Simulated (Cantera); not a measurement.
A closed system holds: 1 mol BCl₃, 0.41 mol NH₃, 0.59 mol H₂, held at 575 °C and 0.0150 bar.

Equilibrium computed with Cantera from the NASA thermochemical tables; the gas is ideal and each condensed phase is pure. Candidate condensed phases: B, BN, NH₄Cl; 21 gas species. Gases not in the tables: BHCl₂. Equilibrium is a limit: real reactors are often held back by kinetics, nucleation or transport.

Base state: HCl 0.510, BCl₃ 0.245, H₂ 0.245 (mole fractions); condensed: BN(s).

Task: What changes in the equilibrium state with this change: NH₃ from 0.41 to 1.3 mol?

Result: 
| species | before | after |
|---|---|---|
| HCl | 0.510 | 0.716 |
| H₂ | 0.245 | 0.248 |
| N₂ | <1e-9 | 0.0358 |
| BCl₃ | 0.245 | 1.24e-6 |
| BN(s), mol | 0.410 | 1.000 |

Task: What changes in the equilibrium state with this change: NH₃ from 0.41 to 2.5 mol?

Result: 
| species | before | after |
|---|---|---|
| HCl | 0.510 | 0.455 |
| H₂ | 0.245 | 0.431 |
| N₂ | <1e-9 | 0.114 |
| BCl₃ | 0.245 | 7.83e-8 |
| BN(s), mol | 0.410 | 1.000 |
